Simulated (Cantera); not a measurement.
# Transport properties of process gases

Gas mixture: 100 % N2, at 5.10 bar, frozen composition.

Cantera's kinetic-theory transport with the Lennard-Jones parameters of GRI-Mech 3.0, ideal gas; thermal conductivity in the mixture-averaged form.

| T (K) | ρ (kg/m³) | cp (J/kg/K) | μ (µPa s) | λ (mW/m/K) | Pr | D (cm²/s) OH | D (cm²/s) NO | D (cm²/s) O |
|---|---|---|---|---|---|---|---|---|
| 400 | 4.30 | 1047 | 22.3 | 32.8 | 0.713 | 0.104 | 0.0673 | 0.106 |
| 650 | 2.64 | 1084 | 31.2 | 48.2 | 0.702 | 0.237 | 0.154 | 0.241 |
| 900 | 1.91 | 1147 | 38.7 | 62.9 | 0.706 | 0.408 | 0.266 | 0.416 |
| 1150 | 1.49 | 1195 | 45.5 | 76.9 | 0.707 | 0.614 | 0.400 | 0.626 |
| 1400 | 1.23 | 1231 | 51.6 | 90.0 | 0.706 | 0.851 | 0.554 | 0.867 |
| 1650 | 1.04 | 1258 | 57.4 | 102 | 0.705 | 1.12 | 0.727 | 1.14 |
| 1900 | 0.904 | 1278 | 62.9 | 114 | 0.704 | 1.41 | 0.919 | 1.44 |
| 2150 | 0.799 | 1293 | 68.2 | 125 | 0.704 | 1.73 | 1.13 | 1.77 |
| 2400 | 0.716 | 1304 | 73.2 | 136 | 0.704 | 2.08 | 1.35 | 2.12 |
D: mixture-averaged diffusion coefficient of that species in the mixture.
